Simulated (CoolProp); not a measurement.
Isobutane at 538.18 K and 1.58 MPa flows at 11 m/s in a round tube of 20 mm bore and 45 µm roughness, fully developed (64/Re and Nu = 3.66 if laminar; Colebrook and Gnielinski if turbulent). Each further row changes one setting.

The numbers come from the reference Helmholtz-energy equation of state, Bücker 2006 in CoolProp.

```json
[
 {"case": "as stated", "Reynolds number": "357000", "Darcy friction factor": "0.0246", "pressure drop (Pa/m)": "1620", "heat-transfer coefficient (W/(m² K))": "2360", "mass flow (kg/h)": "271"},
 {"case": "velocity 22 m/s", "Reynolds number": "713000", "Darcy friction factor": "0.0244", "pressure drop (Pa/m)": "6430", "heat-transfer coefficient (W/(m² K))": "4680", "mass flow (kg/h)": "542"},
 {"case": "diameter 40 mm", "Reynolds number": "713000", "Darcy friction factor": "0.0206", "pressure drop (Pa/m)": "679", "heat-transfer coefficient (W/(m² K))": "1950", "mass flow (kg/h)": "1080"}
]
```

Viscosity comes from a separate model (Vogel 2000). Thermal conductivity comes from a separate model (Perkins 2002).
